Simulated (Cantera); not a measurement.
An isothermal, constant-pressure homogeneous reactor starts with 61.0 % NO, 39.0 % N2, at 1850 K and 2670 Pa.

Computed with Cantera and GRI-Mech 3.0 (53 species, 325 reactions). Radical loss at walls, strong at low pressure, is not modelled.

x: mole fraction; the columns are a selection and need not sum to one.

```json
[
 {"t (s)": "0.000200", "x NO": "0.610", "x O2": "8.03e-10", "x N2O": "7.08e-7", "x NO2": "3.40e-9", "x N2": "0.390", "x O": "7.08e-7"},
 {"t (s)": "0.000986", "x NO": "0.610", "x O2": "___", "x N2O": "___", "x NO2": "___", "x N2": "0.390", "x O": "___"},
 {"t (s)": "0.00486", "x NO": "0.610", "x O2": "4.88e-7", "x N2O": "1.63e-5", "x NO2": "1.61e-6", "x N2": "0.390", "x O": "1.65e-5"},
 {"t (s)": "0.0240", "x NO": "0.610", "x O2": "1.77e-5", "x N2O": "6.50e-5", "x NO2": "1.67e-5", "x N2": "0.390", "x O": "7.30e-5"},
 {"t (s)": "0.118", "x NO": "0.609", "x O2": "___", "x N2O": "0.000133", "x NO2": "___", "x N2": "0.391", "x O": "___"},
 {"t (s)": "0.584", "x NO": "0.604", "x O2": "0.00270", "x N2O": "0.000135", "x NO2": "3.72e-5", "x N2": "0.393", "x O": "0.000154"},
 {"t (s)": "2.88", "x NO": "0.581", "x O2": "0.0144", "x N2O": "0.000119", "x NO2": "5.73e-5", "x N2": "0.405", "x O": "0.000204"},
 {"t (s)": "14.2", "x NO": "0.466", "x O2": "0.0717", "x N2O": "6.86e-5", "x NO2": "9.74e-5", "x N2": "0.462", "x O": "0.000350"},
 {"t (s)": "70.0", "x NO": "0.142", "x O2": "0.234", "x N2O": "5.47e-6", "x NO2": "5.48e-5", "x N2": "0.624", "x O": "0.000581"}
]
```

Q: Complete the blanks.

A: 
- 0.000986, x O2: 1.94e-8
- 0.000986, x N2O: 3.46e-6
- 0.000986, x NO2: 7.92e-8
- 0.000986, x O: 3.46e-6
- 0.118, x O2: 0.000395
- 0.118, x NO2: 3.15e-5
- 0.118, x O: 0.000139
